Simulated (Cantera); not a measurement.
Si + F2 + HCl (silicon etching in halogen gases)

Charge: 1 mol Si, 8.6 mol F2, 4.1 mol HCl, at 1348 K.

Equilibrium computed with Cantera from the NASA thermochemical tables; the gas is ideal and each condensed phase is pure. Candidate condensed phases: Si; 37 gas species. Kinetics and transport are ignored.

```csv
P (Pa),x F,x HF,x ClF,x Cl,x SiF4,x F2,x Cl2
1,0.494,0.226,0.00702,0.216,0.0551,1.48e-6,0.00133
10,0.475,0.238,0.0526,0.169,0.0580,1.37e-5,0.00811
100,0.414,0.266,0.177,0.0652,0.0650,0.000104,0.0121
1000,0.364,0.285,0.266,0.0112,0.0694,0.000804,0.00354
10000,0.342,0.290,0.288,0.00128,0.0708,0.00711,0.000469
100000,0.276,0.302,0.302,0.000167,0.0737,0.0463,7.89e-5
```
x: gas mole fraction; nothing condenses.

From 1.00e-5 bar to 1.00 bar nothing is condensed. The main Si-bearing gas is SiF4 throughout.
